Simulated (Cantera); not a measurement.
Feed: 1 mol SiHCl3, 0.56 mol C3H8, 4.2 mol H2, 0.031 mol HCl, equilibrated at 0.170 bar.

Cantera equilibrium calculation (NASA polynomials, part measured and part estimated; ideal gas, pure solids and liquids). Candidate condensed phases: C, C6H6, C7H8, C8H18, Si, SiC; 109 gas species. The tables' values for SiCl3 are old estimates; treat these amounts as uncertain. Rates play no part. All values below are at 1100 °C.

Base state: H2 0.670, HCl 0.317, SiCl4 0.00805, SiCl2 0.00183, SiCl3 0.00178, SiHCl3 0.00107, CH4 0.000384, SiH2Cl2 2.13e-5 (mole fractions); condensed: C(graphite) + SiC(s).

### Question
What changes in the equilibrium state with this change: H2 from 4.2 to 85 mol?

### Answer
```json
[
 {"species": "H2", "before": "0.670", "after": "0.965"},
 {"species": "HCl", "before": "0.317", "after": "0.0339"},
 {"species": "CH4", "before": "0.000384", "after": "0.000797"},
 {"species": "SiCl4", "before": "0.00805", "after": "5.09e-7"},
 {"species": "SiCl2", "before": "0.00183", "after": "1.46e-5"},
 {"species": "SiCl3", "before": "0.00178", "after": "1.27e-6"},
 {"species": "SiHCl3", "before": "0.00107", "after": "9.15e-7"},
 {"species": "SiH2Cl2", "before": "2.13e-5", "after": "2.44e-7"},
 {"species": "C(graphite), mol", "before": "0.784", "after": "0.610"},
 {"species": "SiC(s), mol", "before": "0.893", "after": "0.998"}
]
```

### Question
What changes in the equilibrium state with this change: SiHCl3 replaced by SiCl4?

### Answer
```csv
species,before,after
H2,0.670,0.590
HCl,0.317,0.380
SiCl4,0.00805,0.0213
SiCl3,0.00178,0.00370
SiHCl3,0.00107,0.00209
SiCl2,0.00183,0.00298
SiH2Cl2,2.13e-5,3.04e-5
CH4,0.000384,0.000298
"C(graphite), mol",0.784,0.926
"SiC(s), mol",0.893,0.752
```
